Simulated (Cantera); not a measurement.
An isothermal, constant-pressure homogeneous reactor starts with 62.1 % C3H8, 37.9 % H2, at 1298 K and 278 Torr.

Model: GRI-Mech 3.0 (53 species, 325 reactions), integrated in Cantera. GRI-Mech 3.0 was tuned for natural gas; its chemistry of propane as a main component is partial and can be far from experiment. GRI-Mech 3.0 stops at C3 and has no aromatics, soot or wall deposition, so with more carbon than oxygen in the feed, carbon stays in small species such as C2H2 where larger ones or solid carbon would form.

x: mole fraction; the columns are a selection and need not sum to one.

```tsv
t (s)	x C3H8	x H2	x CH2	x CH3	x C2H6	x C2H
1.00e-6	0.621	0.379	5.55e-12	[?]	3.42e-7	<1e-12
6.76e-6	0.621	0.379	2.09e-9	[?]	1.36e-5	<1e-12
4.57e-5	0.611	0.377	1.34e-7	0.00142	0.000610	<1e-12
0.000309	0.530	0.364	1.39e-7	0.00147	0.00754	1.72e-12
0.00209	0.215	0.319	5.68e-8	[?]	0.0255	8.07e-11
0.0141	0.00274	0.324	1.49e-9	[?]	0.00774	4.09e-10
0.0956	1.59e-5	0.364	1.51e-10	[?]	0.00185	3.02e-10
0.647	5.65e-6	0.426	8.98e-11	[?]	0.000991	4.69e-10
4.37	3.57e-6	0.423	6.60e-11	2.37e-5	0.000734	4.27e-10
29.6	2.60e-6	0.375	4.73e-11	2.24e-5	0.000588	3.21e-10
200	2.13e-6	0.348	3.95e-11	2.15e-5	0.000517	2.77e-10
```

Question: Complete the blanks.

Answer: 
- 1.00e-6, x CH3: 3.00e-5
- 6.76e-6, x CH3: 0.000250
- 0.00209, x CH3: 0.000936
- 0.0141, x CH3: 0.000121
- 0.0956, x CH3: 3.60e-5
- 0.647, x CH3: 2.68e-5
